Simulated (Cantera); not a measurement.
# MgO + SO2 + CO2 (roasting and sulfation)

Charge: 1 mol MgO, 0.13 mol SO2, 0.33 mol CO2, held at 1798.15 K and 75.0 Torr.

Equilibrium computed with Cantera from the NASA thermochemical tables; the gas is ideal and each condensed phase is pure. Candidate condensed phases: C, Mg, MgCO3, MgO, MgS, MgSO4, S; 26 gas species. Kinetics and transport are ignored.

The x(CO2) is 0.707. The x(SO2) comes out as 0.281. The x(CO) is 0.00735 and the x(O2) is 0.00377. The x(SO) is 0.000281, the x(SO3) is 5.78e-5 and the x(O) comes out as 2.32e-5. The n(MgO(s)) is 1.00 mol and the gas amount is 0.4618 mol. The log10 activity of S(l) (absent) is -6.28. The log10 activity of C(graphite) (absent) is -9.24 and the log10 activity of Mg(l) (absent) comes out as -9.94.
